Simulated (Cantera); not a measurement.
An isothermal plug-flow reactor at 475 K and 4.93 atm (inlet), inlet velocity 2.9 m/s, active area per volume 470 1/m; feed 1.49 % H2, 6.76 % O2, 90.5 % N2, 1.26 % H2O.

Detailed kinetics in Cantera: Deutschmann's 1995 Pt surface mechanism with GRI-Mech 3.0 gas chemistry. Catalytic surfaces can have several steady states; this one follows from the mechanism file's or the stated starting coverage. Mass transfer to the wall is taken as infinitely fast.

One state of this run: x H2 = 0.000872; x O2 = 0.0610; x H2O = 0.0268; θ free Pt = 0.0203; θ O* = 0.890; θ OH* = 0.0888. x: gas mole fraction; θ: surface coverage.

Q: Which value of z (m) does it belong to?
(A) 0.0024
(B) 0.011
(C) 0.00051
(D) 0.024

A: B, 0.011
